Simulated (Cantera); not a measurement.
An isothermal, constant-pressure homogeneous reactor starts with N2O : N2 = 1 : 1.2 (molar parts), at 1175 K and 0.0380 bar.

Detailed kinetics in Cantera: GRI-Mech 3.0 (53 species, 325 reactions). GRI-Mech 3.0 was tuned for natural gas; its chemistry of N2O as a main component is partial and can be far from experiment. Radical loss at walls, strong at low pressure, is not modelled. The mechanism lacks the step 2 NO + O2 → 2 NO2, which can matter for NO2 below about 1400 K. The temperature is held fixed by assumption; the heat of reaction is taken as removed at once.

Problem. Predict: x(N2O) at 50.0 s; x(N2) at 50.0 s; x(NO) at 50.0 s; x(O2) at 50.0 s; x(NO2) at 50.0 s; x(O) at 50.0 s.

Solution. 
| Property | Value |
|---|---|
| x(N2O) at 50.0 s | 0.199 (gas-phase equilibrium 2.18e-9) |
| x(N2) at 50.0 s | 0.687 (gas-phase equilibrium 0.815) |
| x(NO) at 50.0 s | 0.0197 (gas-phase equilibrium 0.000154) |
| x(O2) at 50.0 s | 0.0944 (gas-phase equilibrium 0.185) |
| x(NO2) at 50.0 s | 9.66e-6 (gas-phase equilibrium 5.38e-7) |
| x(O) at 50.0 s | 1.20e-6 (gas-phase equilibrium 3.24e-8) |
